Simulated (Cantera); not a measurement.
Feed: 1 mol SiHCl3, 0.014 mol C3H8, 26 mol H2, held at 13300 Pa.

Cantera equilibrium calculation (NASA polynomials, part measured and part estimated; ideal gas, pure solids and liquids). Candidate condensed phases: C, C6H6, C7H8, C8H18, Si, SiC; 109 gas species. Mutual solubility and eutectic melting of coexisting phases are not modelled. The tables' values for SiCl, SiCl3 are old estimates; treat these amounts as uncertain. Gases not in the tables: Si2H6 and higher silanes. Rates play no part.

Task: At 2023 K, list the 4 most abundant gas species with their mole fractions, and the condensed phases.

Result: H2 0.903, HCl 0.0759, SiCl2 0.0149, H 0.00494. Condensed: Si(l) + SiC(s).
